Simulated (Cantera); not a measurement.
A closed system holds: 1 mol H2O, 0.42 mol H2, equilibrated at 848.15 K and 1.20 Torr.

Cantera equilibrium calculation (NASA polynomials, part measured and part estimated; ideal gas, pure solids and liquids). Candidate condensed phases: H2O; 9 gas species. Kinetics and transport are ignored.

Base state: H2O 0.704, H2 0.296 (mole fractions); condensed: gas only.

**Question.** What changes in the equilibrium state with this change: temperature from 848.15 K to 2225 K?

**Answer.** 
| species | before | after |
|---|---|---|
| H2O | 0.704 | 0.611 |
| H2 | 0.296 | 0.266 |
| H | <1e-9 | 0.0835 |
| OH | <1e-9 | 0.0278 |
| O | <1e-9 | 0.00606 |
| O2 | <1e-9 | 0.00586 |
